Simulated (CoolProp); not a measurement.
The numbers come from the reference Helmholtz-energy equation of state, Fiedler 2023 in CoolProp.

**Question.** For tetrahydrofuran, give the phase and the density (kg/m³), fugacity coefficient at 337.3 K and 0.206 MPa; 375 K and 0.206 MPa.

**Answer.** 
- 337.3 K and 0.206 MPa: liquid; density 838, fugacity coefficient 0.454
- 375 K and 0.206 MPa: gas; density 4.98, fugacity coefficient 0.959
